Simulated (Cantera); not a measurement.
A freely propagating, adiabatic, planar premixed flame of H₂ : O₂ : N₂ : H₂O = 1 : 0.794 : 2.98 : 0.11 (molar parts), unburnt at 398 K and 450 Torr; mixture-averaged transport, grid criteria slope 0.08 and curve 0.16, no radiation.

Detailed kinetics in Cantera: the H2/O2 subset of GRI-Mech 3.0, which has no nitrogen chemistry. Burning velocities carry a grid error of a few per cent, more on coarse grids. Lean hydrogen flames are cellular in practice and burn faster than this planar one.

Q: How do the results move with these cheaper or finer settings: unity-Lewis-number transport; multicomponent transport; multicomponent+Soret transport; grid criteria slope 0.5, curve 1; grid criteria slope 0.25, curve 0.5; grid criteria slope 0.03, curve 0.06?

A: 
```json
[
 {"setting": "as above", "laminar burning velocity": "172 cm/s", "thermal thickness": "0.688 mm", "peak x(H)": "0.0162", "peak x(O)": "0.00822", "grid points": "111"},
 {"setting": "unity-Lewis-number transport", "laminar burning velocity": "155 cm/s", "thermal thickness": "0.529 mm", "peak x(H)": "0.0260", "peak x(O)": "0.0105", "grid points": "108"},
 {"setting": "multicomponent transport", "laminar burning velocity": "170 cm/s", "thermal thickness": "0.679 mm", "peak x(H)": "0.0162", "peak x(O)": "0.00822", "grid points": "111"},
 {"setting": "multicomponent+Soret transport", "laminar burning velocity": "153 cm/s", "thermal thickness": "0.679 mm", "peak x(H)": "0.0146", "peak x(O)": "0.00781", "grid points": "111"},
 {"setting": "grid criteria slope 0.5, curve 1", "laminar burning velocity": "222 cm/s", "thermal thickness": "0.859 mm", "peak x(H)": "0.0187", "peak x(O)": "0.00882", "grid points": "37"},
 {"setting": "grid criteria slope 0.25, curve 0.5", "laminar burning velocity": "182 cm/s", "thermal thickness": "0.725 mm", "peak x(H)": "0.0168", "peak x(O)": "0.00845", "grid points": "50"},
 {"setting": "grid criteria slope 0.03, curve 0.06", "laminar burning velocity": "171 cm/s", "thermal thickness": "0.678 mm", "peak x(H)": "0.0162", "peak x(O)": "0.00821", "grid points": "250"}
]
```
Unity Lewis numbers drop preferential diffusion, which matters most where H2 and H carry the flame; Soret adds thermal diffusion.
